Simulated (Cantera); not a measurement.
Mixture: CH₄ : C₂H₆ : C₃H₈ : O₂ : N₂ = 1 : 0.085 : 0.22 : 3.43 : 12.9 (molar parts), equivalence ratio 0.99, at 1.58 atm, adiabatic and at constant pressure. Ignition delay is the time to a rise of 400 K.

Computed with Cantera and GRI-Mech 3.0 (53 species, 325 reactions). GRI-Mech 3.0 was tuned for natural gas; its chemistry of propane as a main component is partial and can be far from experiment.

Q: What does this change do: O2 3.43 to 2.7 parts?

A: 
```json
[
 {"quantity": "delay at 1300 K", "before": "0.965 ms", "after": "1.21 ms"},
 {"quantity": "delay at 1400 K", "before": "0.263 ms", "after": "0.330 ms"},
 {"quantity": "delay at 1500 K", "before": "93.5 µs", "after": "0.117 ms"},
 {"quantity": "delay at 1600 K", "before": "41.7 µs", "after": "51.8 µs"},
 {"quantity": "apparent activation energy between 1550 and 1650 K", "before": "150 kJ/mol", "after": "150 kJ/mol"}
]
```

Q: What does this change do: constant volume in place of constant pressure?

A: 
```json
[
 {"quantity": "delay at 1300 K", "before": "0.965 ms", "after": "0.888 ms"},
 {"quantity": "delay at 1400 K", "before": "0.263 ms", "after": "0.238 ms"},
 {"quantity": "delay at 1500 K", "before": "93.5 µs", "after": "83.0 µs"},
 {"quantity": "delay at 1600 K", "before": "41.7 µs", "after": "36.5 µs"},
 {"quantity": "apparent activation energy between 1550 and 1650 K", "before": "150 kJ/mol", "after": "150 kJ/mol"}
]
```
